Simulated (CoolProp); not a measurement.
Vapour-liquid equilibrium of CHF3 (R23) (1) + R125 (2) at 0.569 MPa; x and y are mole fractions of (1).

The numbers come from the multi-fluid Helmholtz-energy mixture model, Penoncello 2003 and Lemmon 2005; pair parameters Bell 2016 in CoolProp.

| x | bubble temperature (K) | y at the bubble point | dew temperature at overall composition x (K) | liquid density (mol/L) |
|---|---|---|---|---|
| 0.05 | 264.7 | 0.135 | 266.9 | [?] |
| 0.15 | 258.5 | [?] | 264.3 | 12.11 |
| 0.25 | 252.9 | 0.527 | 261.6 | 12.74 |
| 0.35 | 247.9 | 0.653 | 258.7 | 13.39 |
| 0.45 | 243.6 | 0.748 | 255.5 | 14.07 |
| 0.55 | 239.8 | 0.820 | 252.0 | 14.77 |
| 0.65 | 236.5 | [?] | 248.1 | 15.51 |
| 0.75 | 233.6 | 0.920 | 243.5 | 16.30 |
| 0.85 | 231.0 | 0.956 | 238.1 | 17.13 |
| 0.95 | 228.6 | 0.987 | 231.5 | 18.03 |

**Question.** Complete the blanks.

**Answer.** 
- 0.05, liquid density (mol/L): 11.49
- 0.15, y at the bubble point: 0.358
- 0.65, y at the bubble point: 0.876

No azeotrope shows between x = 0.05 and 0.95.

Pair parameters are fitted to limited data, so mixtures are less certain than the pure fluids.
